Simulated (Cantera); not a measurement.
An adiabatic, constant-volume homogeneous reactor starts with CH4 : O2 : N2 = 1 : 2.99 : 11.2 (molar parts), equivalence ratio 0.67, at 1173 K and 5.00 bar. Integrator tolerance rtol = 1e-08.

Computed with Cantera and GRI-Mech 3.0 (53 species, 325 reactions).

```json
[
 {"quantity": "time of steepest temperature rise", "before": "11.2 ms", "after": "5.59 ms"},
 {"quantity": "temperature at 0.800 s", "before": "2679 K", "after": "2701 K"},
 {"quantity": "equilibrium temperature", "before": "2679 K", "after": "2701 K"},
 {"quantity": "x(CH4) at 0.800 s", "before": "<1e-12 (gas-phase equilibrium <1e-12)", "after": "<1e-12 (gas-phase equilibrium <1e-12)"},
 {"quantity": "x(O2) at 0.800 s", "before": "0.0574 (gas-phase equilibrium 0.0574)", "after": "0.0569 (gas-phase equilibrium 0.0569)"},
 {"quantity": "x(HO2) at 0.800 s", "before": "1.70e-5 (gas-phase equilibrium 1.70e-5)", "after": "2.11e-5 (gas-phase equilibrium 2.11e-5)"},
 {"quantity": "x(CH2CO) at 0.800 s", "before": "<1e-12 (gas-phase equilibrium <1e-12)", "after": "<1e-12 (gas-phase equilibrium <1e-12)"},
 {"quantity": "x(O) at 0.800 s", "before": "0.00234 (gas-phase equilibrium 0.00234)", "after": "0.00185 (gas-phase equilibrium 0.00185)"}
]
```

Which change was made?
A) pressure from 5.00 bar to 0.640 bar
B) constant pressure in place of constant volume
C) N2 11.2 to 17 parts
D) pressure from 5.00 bar to 9.60 bar

D, pressure from 5.00 bar to 9.60 bar
